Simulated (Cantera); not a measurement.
Input: 1 mol B, 3.2 mol H2, equilibrated at 2025 K and 0.0330 bar.

Cantera equilibrium calculation (NASA polynomials, part measured and part estimated; ideal gas, pure solids and liquids). Candidate condensed phases: B; 7 gas species. The tables' values for BH2 are old estimates; treat these amounts as uncertain. Kinetics and transport are ignored.

Base state: H2 0.989, H 0.0105, BH2 0.000533 (mole fractions); condensed: B(s).

Question: What changes in the equilibrium state with this change: temperature from 2025 K to 2200 K?

Answer: 
```csv
species,before,after
H2,0.989,0.968
H,0.0105,0.0305
BH2,0.000533,0.00128
B,6.09e-6,8.29e-5
BH,2.30e-6,1.74e-5
"B(s), mol",0.998,0.995
```
